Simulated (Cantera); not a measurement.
An isothermal, constant-pressure homogeneous reactor starts with NH3 : H2 = 1 : 0.95 (molar parts), at 2400 K and 20.0 Torr.

Cantera simulation using the gas-phase N/H chemistry of the illustrative SiF4/NH3 mechanism in the Surface Chemkin manual (1991); the numbers are that mechanism's predictions, not measurements. Walls and surfaces, which speed up NH3 decomposition in real reactors, are not modelled.

x: mole fraction; the columns are a selection and need not sum to one.

```tsv
t (s)	x NH3	x H2	x H	x N2	x N	x N2H4
7.00e-6	0.513	0.487	2.11e-5	2.26e-12	3.77e-12	2.29e-12
4.72e-5	0.512	0.487	?	?	?	1.27e-10
0.000318	0.509	0.488	?	?	?	?
0.00215	0.477	0.507	0.00132	0.00975	1.27e-5	1.34e-8
0.0145	0.313	0.618	0.00181	0.0646	1.38e-5	7.33e-9
0.0977	0.0298	0.806	0.00502	0.159	1.58e-5	3.02e-10
0.659	5.09e-7	0.763	0.0735	0.163	1.05e-6	<1e-12
4.45	8.19e-8	0.753	0.0851	0.162	2.74e-7	<1e-12
30.0	8.16e-8	0.753	0.0851	0.162	2.74e-7	<1e-12
```

### Question
Fill in the missing entries.

### Answer

- 4.72e-5, x H: 0.000120
- 4.72e-5, x N2: 2.11e-8
- 4.72e-5, x N: 8.11e-9
- 0.000318, x H: 0.000726
- 0.000318, x N2: 1.00e-4
- 0.000318, x N: 2.73e-6
- 0.000318, x N2H4: 4.97e-9
